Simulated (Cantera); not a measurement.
**Ignition delay**

Mixture: 3.60 % CO, 1.80 % H2, 2.52 % CH4, 19.3 % O2, 72.7 % N2, at 500000 Pa, adiabatic and at constant volume. Ignition delay is the time to a rise of 400 K.

Detailed kinetics in Cantera: GRI-Mech 3.0 (53 species, 325 reactions). Below about 1000 K GRI-Mech 3.0 lacks low-temperature oxidation paths.

```
T0 (K)  delay (ms)
------  ----------
950           48.2
1000          11.6
1050          3.23
1100          1.18
1150         0.549
1200         0.300
1250         0.181
1300         0.117
1350        0.0796
```

```yaml
apparent activation energy between 1250 and 1350 K: 120 kJ/mol
```
